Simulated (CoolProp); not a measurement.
n-decane at 298.15 K and 0.92 MPa is throttled through a valve to 0.0848 MPa with no heat exchange. Each further row changes one setting.

Model: reference Helmholtz-energy equation of state, Lemmon 2006, in CoolProp. It is a short technical equation, of lower accuracy than the large ones.

```csv
case,temperature change (K)
as stated,+0.4
outlet pressure 0.0254 MPa,+0.4
outlet pressure 0.11 MPa,+0.3
```
